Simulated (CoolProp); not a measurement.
Vapour-liquid equilibrium of R113 (1) + n-heptane (2) at 0.375 bar; x and y are mole fractions of (1).

The numbers come from the multi-fluid Helmholtz-energy mixture model, Marx 1992 and Span 2003; pair parameters Bell 2016 in CoolProp.

Give the bubble temperature and the first vapour's composition at x = 0.15, 0.65, 0.85. Is there an azeotrope?

x = 0.15: 50.7 °C, y = 0.551; x = 0.65: 27.9 °C, y = 0.921; x = 0.85: 23.5 °C, y = 0.968. No azeotrope shows between x = 0.05 and 0.95.

The pair parameters rest on a limited set of measurements; away from them the model extrapolates.
